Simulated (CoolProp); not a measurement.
Properties of methane at several states.

The numbers come from the reference Helmholtz-energy equation of state, Setzmann 1991 in CoolProp.

```csv
T (K),p (MPa),phase,Z,Joule-Thomson coefficient (K/MPa),Prandtl number
151.5,0.0129,gas,0.9982,[?],[?]
569.7,5.5,supercritical,1.009,[?],[?]
335.6,0.431,gas,0.9953,[?],[?]
316.2,1.77,gas,0.9759,[?],0.751
```

Question: Fill in the missing entries.

Answer: 
- 151.5, Joule-Thomson coefficient (K/MPa): 15.22
- 151.5, Prandtl number: 0.783
- 569.7, Joule-Thomson coefficient (K/MPa): 0.7086
- 569.7, Prandtl number: 0.737
- 335.6, Joule-Thomson coefficient (K/MPa): 3.376
- 335.6, Prandtl number: 0.731
- 316.2, Joule-Thomson coefficient (K/MPa): 3.766

Viscosity comes from a separate model (Quiñones-Cisneros 2006). Thermal conductivity comes from a separate model (Friend 1989).
